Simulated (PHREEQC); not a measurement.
NaOH is added in steps, without added water, to 1 kg of water holding 0.0038 mol H3PO4, 9.6e-05 mol K2HPO4 and 0.011 mol KCl, at 72 °C. Oxygen is held at 0.21 atm. CO2 from the air is kept out. Only these solids could form: Halite, Sylvite.

Base run: PHREEQC, ion-association model, phreeqc.dat. Each further column changes one thing. The table gives H3PO4 (mol/kgw).

| NaOH added (mol) | base | temperature from 72 to 20 °C | K2HPO4 from 9.6e-05 to 4.8e-05 mol/kgw | no solid may form |
|---|---|---|---|---|
| 0 | 0.00124 | 0.000921 | 0.00124 | 0.00124 |
| 0.001138 | 0.000920 | 0.000676 | 0.000926 | 0.000920 |
| 0.001706 | 0.000742 | 0.000542 | 0.000752 | 0.000742 |
| 0.002844 | 0.000344 | 0.000248 | 0.000359 | 0.000344 |
| 0.003413 | 0.000122 | 8.70e-5 | 0.000140 | 0.000122 |
| 0.00455 | 2.74e-7 | 1.20e-7 | 2.90e-7 | 2.74e-7 |
| 0.005687 | 4.67e-8 | 2.04e-8 | 4.78e-8 | 4.67e-8 |
| 0.006256 | 1.81e-8 | 7.87e-9 | 1.84e-8 | 1.81e-8 |
| 0.007394 | 3.84e-10 | 1.33e-10 | 3.87e-10 | 3.84e-10 |
| 0.007963 | 2.06e-12 | 0 | 2.03e-12 | 2.06e-12 |
| 0.0091 | 1.29e-13 | 0 | 1.28e-13 | 1.29e-13 |

Away from 25 °C the constants follow the database's enthalpies or fits; those with neither stay at their 25 °C values.
